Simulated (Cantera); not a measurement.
Input (Python, Cantera) and output of one run.

```python
import numpy as np
import cantera as ct

gas_names = """
    CL CLO CL2 H HCL HOCL HO2 H2 H2O H2O2 O OH O2 O3 Ti TiCL TiCL2 TiCL3 TiCL4 TiO TiOCL TiOCL2 TiO2
""".split()
cond_names = """
    H2O(s) H2O(L) Ti(a) Ti(b) Ti(L) TiCL2(s) TiCL3(s) TiCL4(L) TiO(a) TiO(b) TiO(L) TiO2(ru) TiO2(L)
    Ti2O3(a) Ti2O3(b) Ti2O3(L) Ti3O5(a) Ti3O5(b) Ti3O5(L) Ti4O7(s) Ti4O7(L)
""".split()


# ... load() reads the species with a 1 bar reference pressure and builds the phases ...
atoms = {
    'TiCl4': {'Ti': 1, 'CL': 4},
    'H2O': {'H': 2, 'O': 1},
    'H2': {'H': 2},
}
top_T = {'TiCL2(s)': 1300, 'TiCL3(s)': 1000}  # K; cautious upper limits of use, not melting points


# ... equilibrate(T, P, feed) seeds the gas with the atoms and calls Mixture.equilibrate('TP', solver="vcs", rtol=1e-11, max_steps=5000) ...
results = []
feed = {'TiCl4': 1, 'H2O': 0.82, 'H2': 140}  # mol
T = 2125  # K
P = 1333.22  # Pa
mix = equilibrate(T, P, feed)
results.append((T, P, feed, dict(zip(mix.species_names, mix.species_moles))))
print(gas.report(threshold=0.001))
for i in range(1, mix.n_phases):
    print(f"{mix.phase(i).name:16s} {mix.phase_moles(i):12.5e} mol")
```

It prints:

```
       temperature   2125 K
          pressure   1333.2 Pa
           density   0.00022781 kg/m^3
  mean mol. weight   3.019 kg/kmol
   phase of matter   gas

                          1 kg             1 kmol
                     ---------------   ---------------
          enthalpy        2.0257e+07        6.1157e+07  J
   internal energy        1.4405e+07        4.3489e+07  J
           entropy             75978        2.2938e+05  J/K
    Gibbs function        -1.412e+08       -4.2627e+08  J
 heat capacity c_p             11341             34238  J/K
 heat capacity c_v            8586.9             25924  J/K

                      mass frac. Y      mole frac. X     chem. pot. / RT
                     ---------------   ---------------   ---------------
                 H          0.010192          0.030526           -12.026
               HCL           0.30157          0.024972           -39.746
                H2           0.62914           0.94215           -24.053
     [  +20 minor]          0.059097         0.0023527

Ti(L)             0.00000e+00 mol
TiCL4(L)          0.00000e+00 mol
TiO(L)            7.57699e-01 mol
TiO2(ru)          0.00000e+00 mol
Ti2O3(L)          0.00000e+00 mol
Ti3O5(L)          0.00000e+00 mol
Ti4O7(L)          0.00000e+00 mol
```

Method: chemical equilibrium by Gibbs-energy minimisation in Cantera with the NASA 1993 tables (ideal gas, pure condensed phases). The tables' values for TiCl2 are old estimates; treat these amounts as uncertain. TiO: taken at fixed stoichiometry.
